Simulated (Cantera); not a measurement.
What does this Cantera script print?

```python
import numpy as np
import cantera as ct

gas = ct.Solution("h2o2.yaml")
gas.TPX = 975, 2666, {'H2': 0.04, 'O2': 1}
reactor = ct.IdealGasConstPressureReactor(gas, energy="off", clone=False)
net = ct.ReactorNet([reactor])
net.rtol, net.atol = 1e-08, 1e-18
show = ['H2', 'O2', 'H2O', 'O', 'OH']
times = np.geomspace(0.0002, 200, 13)

steps = ct.SolutionArray(gas, extra=["t"])
rows = []
print(f"{'t/s':>10s}{'T/K':>9s}{'P/Pa':>11s}" + "".join(f"{s:>11s}" for s in show))
for t in times:
    while net.time < t:
        t_next = net.step()
        steps.append(gas.state, t=t_next)
    rows.append([np.interp(t, steps.t, y) for y in (steps.T, steps.P, *steps(*show).X.T)])
    print(f"{t:10.3e}{rows[-1][0]:9.1f}{rows[-1][1]:11.4g}" + "".join(f"{x:11.3e}" for x in rows[-1][2:]))
rate = np.gradient(steps.T, steps.t)
print("integrator steps:", len(steps.t))
if steps.T.max() > steps.T[0] + 200:
    print(f"time of steepest temperature rise: {steps.t[rate.argmax()]:.4e} s")
gas.TPX = 975, 2666, {'H2': 0.04, 'O2': 1}
gas.equilibrate("TP")
print(f"equilibrium (TP): T = {gas.T:.1f} K  " + "  ".join(f"{s} {gas[s].X[0]:.3e}" for s in show))
```

Output:

```
       t/s      T/K       P/Pa         H2         O2        H2O          O         OH
 2.000e-04    975.0       2666  3.846e-02  9.615e-01  4.058e-11  5.665e-11  3.424e-11
 6.325e-04    975.0       2666  3.846e-02  9.615e-01  1.048e-09  7.887e-10  3.724e-10
 2.000e-03    975.0       2666  3.846e-02  9.615e-01  5.451e-07  3.448e-07  1.574e-07
 6.325e-03    975.0       2666  3.380e-03  9.474e-01  3.144e-02  9.906e-03  1.857e-03
 2.000e-02    975.0       2666  1.400e-04  9.590e-01  3.879e-02  1.567e-03  3.271e-04
 6.325e-02    975.0       2666  1.452e-05  9.606e-01  3.914e-02  1.717e-04  9.719e-05
 2.000e-01    975.0       2666  1.541e-06  9.607e-01  3.920e-02  1.965e-05  3.339e-05
 6.325e-01    975.0       2666  1.565e-07  9.608e-01  3.921e-02  2.860e-06  1.294e-05
 2.000e+00    975.0       2666  1.907e-08  9.608e-01  3.921e-02  5.545e-07  5.702e-06
 6.325e+00    975.0       2666  3.567e-09  9.608e-01  3.921e-02  1.321e-07  2.775e-06
 2.000e+01    975.0       2666  8.668e-10  9.608e-01  3.921e-02  3.552e-08  1.435e-06
 6.325e+01    975.0       2666  2.378e-10  9.608e-01  3.922e-02  1.024e-08  7.694e-07
 2.000e+02    975.0       2666  6.999e-11  9.608e-01  3.922e-02  3.093e-09  4.224e-07
integrator steps: 1951
equilibrium (TP): T = 975.0 K  H2 1.004e-11  O2 9.608e-01  H2O 3.922e-02  O 4.359e-10  OH 1.584e-07
```

Model: the H2/O2 subset of GRI-Mech 3.0, which has no nitrogen chemistry, integrated in Cantera. Radical loss at walls, strong at low pressure, is not modelled. The temperature is held fixed by assumption; the heat of reaction is taken as removed at once.
